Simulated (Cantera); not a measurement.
Input: 1 mol Cr, 1.2 mol NH3, 4.9 mol N2, equilibrated at 0.140 Pa.

Method: chemical equilibrium by Gibbs-energy minimisation in Cantera with the NASA 1993 tables (ideal gas, pure condensed phases). Candidate condensed phases: Cr, CrN, Cr2N; 11 gas species. Kinetics and transport are ignored.

At 1975 K, list the 4 most abundant gas species with their mole fractions, and the condensed phases.

N2 0.574, H 0.268, Cr 0.104, H2 0.0537. Condensed: gas only.
